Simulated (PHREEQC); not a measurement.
Solution (20 °C): 0.097 mol NH4HF2, 0.02 mol (NH4)2SiF6, 0.0014 mol HBF4 and 0.21 mol HCl per kg of water. Closed to the air; pH follows from the charge balance.

All values are PHREEQC results (ion-association model, phreeqc.dat), not measurements.

No solid was allowed to form.

Question: Order these F species by the share of F that they hold, largest first: SiF6-2, BF4-, HF2-, HF, F-.

Answer: HF (59 %), SiF6-2 (38 %), BF4- (1.7 %), HF2- (0.99 %), F- (0.72 %)

The pH is 1.03 and the ionic strength 0.275 mol/kgw. Complexes and solids missing from the database can't appear. SiF6-2 is the database's only silicon fluoride. Real BF4- forms and hydrolyses slowly; the run takes it at equilibrium.
